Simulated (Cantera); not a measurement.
A perfectly stirred reactor is fed with 20.0 % H2, 80.0 % O2, equivalence ratio 0.12, at 1330 Pa; it is held at 1423 K, and followed from long to short residence time.

Computed with Cantera and the H2/O2 subset of GRI-Mech 3.0, which has no nitrogen chemistry. Radical loss at walls, strong at low pressure, is not modelled. The temperature is held fixed by assumption; the heat of reaction is taken as removed at once.

### Question
Predict: x(H2) at τ = 12.0 s; x(O2) at τ = 12.0 s; x(H) at τ = 12.0 s; x(O) at τ = 12.0 s; x(H2O2) at τ = 12.0 s; x(H2) at τ = 45.0 ms; x(O2) at τ = 45.0 ms; x(H) at τ = 45.0 ms; x(O) at τ = 45.0 ms; x(H2O2) at τ = 45.0 ms.

### Answer
```
Item                       Value
----------------------  --------
x(H2) at τ = 12.0 s     0.000161
x(O2) at τ = 12.0 s        0.776
x(H) at τ = 12.0 s       7.22e-5
x(O) at τ = 12.0 s       0.00107
x(H2O2) at τ = 12.0 s    4.43e-8
x(H2) at τ = 45.0 ms     0.00516
x(O2) at τ = 45.0 ms       0.735
x(H) at τ = 45.0 ms       0.0147
x(O) at τ = 45.0 ms       0.0369
x(H2O2) at τ = 45.0 ms   1.97e-7
```
